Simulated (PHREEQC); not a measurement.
Reverse-osmosis reject: speciation

Model water analysis in mmol/kgw, 75 °C, pH 7.45, pe 8.8: Na 118; K 10.9; Ca 2.28; Mg 0.755; Cl 120; S(6) 8.49; Alkalinity (meq/kgw) 0.0702; N(5) 0.058; Cd 0.332; Li 4.27.

Valence states are taken as typed.

Computed with PHREEQC (ion-association model, phreeqc.dat).

Precipitation was switched off in this run.

What specific conductance does the model give?

specific conductance 31800 µS/cm.

In which forms is K present?

K+ 97 %, KSO4- 2.6 % of the K.

Examples of supersaturated solids here: Otavite. Others may be too. Complexes and solids missing from the database can't appear. At this temperature some constants are extrapolated from 25 °C, and those without enthalpy data are left unchanged.
